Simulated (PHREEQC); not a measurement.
Make-up at 25 °C: 0.32 mol/kgw Na2SO4 and 0.078 mol/kgw CaCl2. Closed to the air; pH follows from the charge balance.

Computed with PHREEQC (ion-association model with the Debye-Hückel limiting law, phreeqc.dat).

The ionic strength comes out as 1.18 mol/kgw. What activity coefficients do Na+, SO4-2, Cl-, NaSO4-, Ca+2 get?

Na+ 0.28, SO4-2 0.0061, Cl- 0.28, NaSO4- 0.28, Ca+2 0.0061.

Precipitation was switched off in this run. Caution: at this ionic strength the ion-association model is outside its range; a Pitzer model would be the better tool where its parameters exist.
